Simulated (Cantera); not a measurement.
Input: 1 mol CCl4, 0.023 mol CH4, 1 mol H2, equilibrated at 2723 K and 10.0 mbar.

Method: chemical equilibrium by Gibbs-energy minimisation in Cantera with the NASA 1993 tables (ideal gas, pure condensed phases). Candidate condensed phases: C, C6H6, C7H8, C8H18; 91 gas species. Equilibrium is a limit: real reactors are often held back by kinetics, nucleation or transport.

Base state: Cl 0.591, HCl 0.256, H 0.115, H2 0.0347, C3 0.00119, C2H2 (acetylene) 0.000888, C2H 0.000327, C 0.000277 (mole fractions); condensed: C(graphite).

Problem. What changes in the equilibrium state with this change: CH4 from 0.023 to 1.6 mol?

Solution. 
```
species             before    after
----------------  --------  -------
H                    0.115    0.292
HCl                  0.256    0.249
Cl                   0.591    0.227
H2                  0.0347    0.223
Cl2               0.000109  1.60e-5
C2H2 (acetylene)  0.000888  0.00571
C(graphite), mol     0.991     2.45
```

Problem. What changes in the equilibrium state with this change: temperature from 2723 K to 2998 K?

Solution. 
```tsv
species	before	after
Cl	0.591	0.617
H	0.115	0.233
HCl	0.256	0.0855
C3	0.00119	0.0305
H2	0.0347	0.0220
C5	8.65e-6	0.000556
C4	1.69e-6	0.000103
C(graphite), mol	0.991	0.373
```
The tables' values for CCl are old estimates; treat these amounts as uncertain.
